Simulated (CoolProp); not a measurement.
Propyne at 442.51 K and 12 MPa is throttled through a valve to 2.48 MPa with no heat exchange. Each further row changes one setting.

Model: reference Helmholtz-energy equation of state, Polt 1992, in CoolProp. This equation is an older, rougher fit; its heat capacities, sound speeds and derivatives of the liquid may be far off and weren't checked against measurements.

```json
[
 {"case": "as stated", "temperature change (K)": "-84.5", "final phase": "two-phase, vapour fraction 0.878", "final density (kg/m³)": "53.8"},
 {"case": "outlet pressure 0.744 MPa", "temperature change (K)": "-135.6", "final phase": "two-phase, vapour fraction 0.978", "final density (kg/m³)": "13.7"},
 {"case": "outlet pressure 3.22 MPa", "temperature change (K)": "-71.3", "final phase": "two-phase, vapour fraction 0.861", "final density (kg/m³)": "75.2"}
]
```
